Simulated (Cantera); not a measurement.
Cantera run:

```python
import numpy as np
import cantera as ct

gas_names = """
    CL CL2 H HCL H2 Si SiCL SiCL2 SiCL3 SiCL4 SiH SiHCL3 SiH2 SiH2CL2 SiH3 SiH3CL SiH4 Si2 Si3
""".split()
cond_names = """
    Si(cr) Si(L)
""".split()


def load(file, names, dense=False):
    # The tables refer to 1 bar. Condensed volumes are neglected.
    table = {s.name: s for s in ct.Species.list_from_file(file)}
    out = []
    for n in names:
        d = dict(table[n].input_data)
        d["thermo"] = dict(d["thermo"], **{"reference-pressure": 1e5})
        if dense:
            d["equation-of-state"] = {"model": "constant-volume", "density": "1e6 g/cm^3"}
        out.append(ct.Species.from_dict(d))
    return out


gas = ct.Solution(thermo="ideal-gas", species=load("nasa_gas.yaml", gas_names))
cond = {s.name: ct.Solution(thermo="fixed-stoichiometry", species=[s], name=s.name)
        for s in load("nasa_condensed.yaml", cond_names, dense=True)}
atoms = {
    'Si3H8': {'Si': 3, 'H': 8},
    'Cl2': {'CL': 2},
    'H2': {'H': 2},
}
top_T = {}  # K; cautious upper limits of use, not melting points


def equilibrate(T, P, feed):
    n = {}
    for name, mol in feed.items():
        for a, k in atoms[name].items():
            n[a] = n.get(a, 0.0) + k * mol
    gas.TPX = T, P, n
    mass = sum(n.values()) * gas.mean_molecular_weight
    gas.equilibrate("TP")
    valid = [c for c in cond.values() if c.min_temp <= T <= top_T.get(c.name, c.max_temp)]
    mix = ct.Mixture([(gas, mass / gas.mean_molecular_weight)] + [(c, 0.0) for c in valid])
    mix.T, mix.P = T, P
    mix.equilibrate("TP", solver="vcs", rtol=1e-11, max_steps=5000)
    return mix


results = []
feed = {'Si3H8': 1, 'Cl2': 0.1, 'H2': 820}  # mol
T = 1523  # K
P = 1700  # Pa
mix = equilibrate(T, P, feed)
results.append((T, P, feed, dict(zip(mix.species_names, mix.species_moles))))
print(gas.report(threshold=1e-05))
for i in range(1, mix.n_phases):
    print(f"{mix.phase(i).name:16s} {mix.phase_moles(i):12.5e} mol")
```

It prints:

```
       temperature   1523 K
          pressure   1700 Pa
           density   0.00027176 kg/m^3
  mean mol. weight   2.0243 kg/kmol
   phase of matter   gas

                          1 kg             1 kmol
                     ---------------   ---------------
          enthalpy        1.8325e+07        3.7095e+07  J
   internal energy        1.2069e+07        2.4432e+07  J
           entropy        1.0537e+05        2.1331e+05  J/K
    Gibbs function       -1.4216e+08       -2.8777e+08  J
 heat capacity c_p             16030             32449  J/K
 heat capacity c_v             11923             24135  J/K

                      mass frac. Y      mole frac. X     chem. pot. / RT
                     ---------------   ---------------   ---------------
                 H        8.8249e-05        0.00017722           -11.361
               HCL         0.0043626        0.00024223           -45.139
                H2           0.99549           0.99958           -22.722
     [  +16 minor]        6.1388e-05        3.7395e-06

Si(cr)            2.99694e+00 mol
```

Method: chemical equilibrium by Gibbs-energy minimisation in Cantera with the NASA 1993 tables (ideal gas, pure condensed phases). The feed counts by its element totals alone.
